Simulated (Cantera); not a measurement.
What does this Cantera script print?

```python
import numpy as np
import cantera as ct

surf = ct.Interface("ptcombust.yaml", "Pt_surf")
gas = surf.adjacent["gas"]
gas.TPX = 900, 430000, {'CH4': 0.004, 'O2': 0.018, 'N2': 0.79, 'H2O': 0.068}
surf.TP = 900, 430000
reactor = ct.FlowReactor(gas, clone=False)
reactor.area = 0.0001  # m2
reactor.surface_area_to_volume_ratio = 1200  # 1/m
reactor.mass_flow_rate = 0.094 * reactor.area * gas.density  # inlet velocity 0.094 m/s
reactor.energy_enabled = False
wall = ct.ReactorSurface(surf, reactor, clone=False)
net = ct.ReactorNet([reactor])
net.rtol, net.atol = 1e-8, 1e-16
show, cover = ['CH4', 'O2', 'H2O', 'CO2', 'CO'], ['PT(S)', 'H(S)', 'O(S)', 'OH(S)', 'CO(S)', 'C(S)']

rows = []
print(f"{'z/m':>9s}{'u/(m/s)':>9s}" + "".join(f"{s:>13s}" for s in show + cover))
for z in [3.1e-05, 6.8e-05, 0.00015, 0.00031, 0.00068, 0.0015, 0.0031]:
    net.advance(z)
    rows.append([reactor.speed, *gas[show].X, *surf[cover].coverages])
    print(f"{z:9.4g}{rows[-1][0]:9.3g}" + "".join(f"{x:13.4e}" for x in rows[-1][1:]))
```

Output:

```
      z/m  u/(m/s)          CH4           O2          H2O          CO2           CO        PT(S)         H(S)         O(S)        OH(S)        CO(S)         C(S)
  3.1e-05    0.094   4.5178e-03   2.0400e-02   7.7328e-02   2.6569e-05   9.9096e-07   1.0509e-01   3.3840e-07   8.8317e-01   1.1646e-02   2.0389e-05   7.3651e-08
  6.8e-05    0.094   4.4849e-03   2.0334e-02   7.7393e-02   5.9075e-05   1.2350e-06   1.0520e-01   3.3907e-07   8.8305e-01   1.1656e-02   2.0563e-05   7.3292e-08
  0.00015    0.094   4.4126e-03   2.0190e-02   7.7538e-02   1.3102e-04   1.2687e-06   1.0541e-01   3.4047e-07   8.8282e-01   1.1677e-02   2.0390e-05   7.2470e-08
  0.00031    0.094   4.2739e-03   1.9914e-02   7.7814e-02   2.6912e-04   1.2321e-06   1.0583e-01   3.4317e-07   8.8236e-01   1.1718e-02   1.9940e-05   7.0865e-08
  0.00068    0.094   3.9652e-03   1.9299e-02   7.8429e-02   5.7643e-04   1.1476e-06   1.0677e-01   3.4933e-07   8.8132e-01   1.1809e-02   1.8905e-05   6.7184e-08
   0.0015    0.094   3.3398e-03   1.8054e-02   7.9675e-02   1.1987e-03   9.7473e-07   1.0879e-01   3.6252e-07   8.7912e-01   1.2000e-02   1.6665e-05   5.9225e-08
   0.0031    0.094   2.3400e-03   1.6064e-02   8.1666e-02   2.1927e-03   6.9328e-07   1.1234e-01   3.8589e-07   8.7525e-01   1.2318e-02   1.2627e-05   4.4871e-08
```

Computed with Cantera and Deutschmann's 1995 Pt surface mechanism with GRI-Mech 3.0 gas chemistry. Catalytic surfaces can have several steady states; this one follows from the mechanism file's or the stated starting coverage. Mass transfer to the wall is taken as infinitely fast.
